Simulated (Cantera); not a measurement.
Input: 1 mol B2O3, 0.51 mol N2, equilibrated at 2173 K and 0.100 bar.

Method: chemical equilibrium by Gibbs-energy minimisation in Cantera with the NASA 1993 tables (ideal gas, pure condensed phases). Candidate condensed phases: B, BN, B2O3; 17 gas species. Equilibrium is a limit: real reactors are often held back by kinetics, nucleation or transport.

Base state: B2O3 0.653, N2 0.336, BO2 0.00557, BO 0.00393, B2O2 0.000921, NO 5.43e-5, O 2.31e-5, O2 1.03e-5 (mole fractions); condensed: gas only.

Task: What changes in the equilibrium state with this change: temperature from 2173 K to 1548.15 K?

Result: 
```json
[
 {"species": "N2", "before": "0.336", "after": "0.999"},
 {"species": "B2O3", "before": "0.653", "after": "0.000562"},
 {"species": "BO2", "before": "0.00557", "after": "3.61e-7"},
 {"species": "O", "before": "2.31e-5", "after": "<1e-9"},
 {"species": "BO", "before": "0.00393", "after": "2.58e-7"},
 {"species": "B2O2", "before": "0.000921", "after": "7.74e-8"},
 {"species": "O2", "before": "1.03e-5", "after": "<1e-9"},
 {"species": "B2O3(l), mol", "before": "0", "after": "1.000"}
]
```

Task: What changes in the equilibrium state with this change: B2O3 replaced by borazine?

Result: 
```csv
species,before,after
H2,0,0.841
N2,0.336,0.144
H,0,0.0140
B2O3,0.653,0
BH2,0,0.000290
BO2,0.00557,0
BO,0.00393,0
B2O2,0.000921,0
NO,5.43e-5,0
O,2.31e-5,0
"BN(s), mol",0,3.00
```
The feed counts by its element totals alone. The tables' values for BH2 are old estimates; treat these amounts as uncertain.

Task: What changes in the equilibrium state with this change: 0.008 mol H2O added?

Result: 
```tsv
species	before	after
B2O3	0.653	0.645
N2	0.336	0.334
HBO2	0	0.0102
HBO	0	9.00e-5
H	0	6.81e-5
```
Further candidate phases: B3O3H3, H2O.
